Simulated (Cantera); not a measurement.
Cantera run:

```python
import numpy as np
import cantera as ct

gas_names = """
    O3 ALI3 AL2O
""".split()
cond_names = """
    I2(cr) I2(L)
""".split()


def load(file, names, dense=False):
    # The tables refer to 1 bar. Condensed volumes are neglected.
    table = {s.name: s for s in ct.Species.list_from_file(file)}
    out = []
    for n in names:
        d = dict(table[n].input_data)
        d["thermo"] = dict(d["thermo"], **{"reference-pressure": 1e5})
        if dense:
            d["equation-of-state"] = {"model": "constant-volume", "density": "1e6 g/cm^3"}
        out.append(ct.Species.from_dict(d))
    return out


species = {s.name: s for s in load("nasa_gas.yaml", gas_names) + load("nasa_condensed.yaml", cond_names)}
# Each term lists the table entries of one substance; the one whose range holds T is used.
reactions = {
    'O3(g) + 6 AlI3(g) = 9 I2 + 3 Al2O(g)':
        [(-1, ['O3']), (-6, ['ALI3']), (9, ['I2(cr)', 'I2(L)']), (3, ['AL2O'])],
}


def pick(names, T):
    return next(species[n] for n in names if species[n].thermo.min_temp <= T <= species[n].thermo.max_temp)


results = []
for label, terms in reactions.items():
    print(label)
    print("     T/K   dH/kJ  dS/(J/K)   dG/kJ   log10 K")
    for T in [350, 375, 400, 425, 450, 475, 500, 525, 550, 575, 600]:
        used = [(nu, pick(names, T)) for nu, names in terms]
        dH = sum(nu * s.thermo.h(T) for nu, s in used) / 1e6
        dS = sum(nu * s.thermo.s(T) for nu, s in used) / 1e3
        dG = dH - T * dS / 1e3
        logK = -dG * 1e6 / (ct.gas_constant * T * np.log(10))
        results.append((label, T, dH, dS, dG, logK, [s.name for _, s in used]))
        print(f"{T:8g} {dH:8.1f} {dS:8.1f} {dG:8.1f} {logK:8.2f}")
```

Result:

```
O3(g) + 6 AlI3(g) = 9 I2 + 3 Al2O(g)
     T/K   dH/kJ  dS/(J/K)   dG/kJ   log10 K
     350    590.4   -653.9    819.3  -122.27
     375    594.9   -641.6    835.5  -116.38
     400    743.0   -258.9    846.5  -110.54
     425    751.9   -237.1    852.7  -104.80
     450    760.9   -216.6    858.4   -99.64
     475    769.8   -197.3    863.5   -94.96
     500    778.7   -179.1    868.3   -90.70
     525    787.6   -161.8    872.5   -86.81
     550    796.4   -145.4    876.4   -83.23
     575    805.2   -129.7    879.8   -79.92
     600    814.0   -114.7    882.8   -76.86
```

Standard-state values (1 bar) from the NASA 1993 polynomials, evaluated with Cantera. Condensed species are held in their standard states even where they would react or evaporate.
